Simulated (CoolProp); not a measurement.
R1336mzz(E) along the isobar 1.01 bar: density (kg/m³) from the reference equation and from simpler models built on Tc = 130.4 °C, pc = 27.79 bar, ω = 0.413; each cubic takes its own stable root.

Computed with CoolProp (reference Helmholtz-energy equation of state, Akasaka 2023).

```
T (°C)   phase  reference  Redlich-Kwong  Soave-Redlich-Kwong  Peng-Robinson
------  ------  ---------  -------------  -------------------  -------------
-32.95  liquid       1483           1238                 1302           1468
-17.45  liquid        ___           1199                 1268           1431
-2.05   liquid        ___          7.646                 1231            ___
13.35      gas        ___            ___                7.240            ___
28.85      gas      6.856          6.792                6.826          6.838
44.25      gas      6.482          6.438                6.462          6.473
59.65      gas      6.151            ___                6.137          6.148
75.15      gas      5.853          5.833                5.844          5.853
90.55      gas      5.587          5.573                5.580          5.589
105.95     gas      5.345          5.336                5.340          5.348
121.45     gas      5.123          5.118                5.119          5.127
136.85     gas      4.922          4.919                4.918          4.925
```

Some entries are withheld; supply them.


- -17.45, reference: 1444
- -2.05, reference: 1403
- -2.05, Peng-Robinson: 1391
- 13.35, reference: 7.287
- 13.35, Redlich-Kwong: 7.193
- 13.35, Peng-Robinson: 7.254
- 59.65, Redlich-Kwong: 6.121

At some of these states Redlich-Kwong gives the other phase, because its saturation line lies elsewhere.
